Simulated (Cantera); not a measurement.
Input: 1 mol C₂H₅OH, a varied amount of O₂, equilibrated at 1848 K and 0.0260 bar.

These are equilibrium values from Cantera (NASA tables, ideal gas, pure condensed phases), not measurements of a reactor. Candidate condensed phases: C, C₆H₆, C₇H₈, C₈H₁₈, H₂O; 110 gas species. The numbers say what is thermodynamically allowed, not how fast it happens.

log p: log10 of the partial pressure in bar; n: condensed amount in mol.

```json
[
 {"n(O₂) (mol)": "0.16", "log p H₂": "-1.74", "log p CO": "-2.10", "log p H₂O": "-7.49", "log p CO₂": "-8.45", "log p H": "-4.15", "n C(graphite)": "0.678"},
 {"n(O₂) (mol)": "0.31", "log p H₂": "-1.77", "log p CO": "-2.04", "log p H₂O": "-7.46", "log p CO₂": "[?]", "log p H": "-4.16", "n C(graphite)": "[?]"},
 {"n(O₂) (mol)": "0.45", "log p H₂": "-1.80", "log p CO": "-2.00", "log p H₂O": "-7.44", "log p CO₂": "-8.24", "log p H": "-4.18", "n C(graphite)": "0.0984"},
 {"n(O₂) (mol)": "0.6", "log p H₂": "-1.83", "log p CO": "-1.99", "log p H₂O": "[?]", "log p CO₂": "[?]", "log p H": "-4.19", "n C(graphite)": "0"},
 {"n(O₂) (mol)": "0.75", "log p H₂": "-1.87", "log p CO": "-2.00", "log p H₂O": "-2.66", "log p CO₂": "-3.39", "log p H": "-4.21", "n C(graphite)": "0"},
 {"n(O₂) (mol)": "0.89", "log p H₂": "-1.91", "log p CO": "-2.01", "log p H₂O": "-2.47", "log p CO₂": "-3.17", "log p H": "-4.23", "n C(graphite)": "0"},
 {"n(O₂) (mol)": "1", "log p H₂": "-1.95", "log p CO": "-2.02", "log p H₂O": "-2.37", "log p CO₂": "-3.04", "log p H": "-4.25", "n C(graphite)": "0"},
 {"n(O₂) (mol)": "1.2", "log p H₂": "-2.02", "log p CO": "-2.04", "log p H₂O": "-2.23", "log p CO₂": "-2.86", "log p H": "-4.28", "n C(graphite)": "0"}
]
```

Task: Complete the blanks.

Result: 
- 0.6, log p H₂O: -3.05
- 0.6, log p CO₂: -3.81
- 0.31, log p CO₂: -8.33
- 0.31, n C(graphite): 0.378
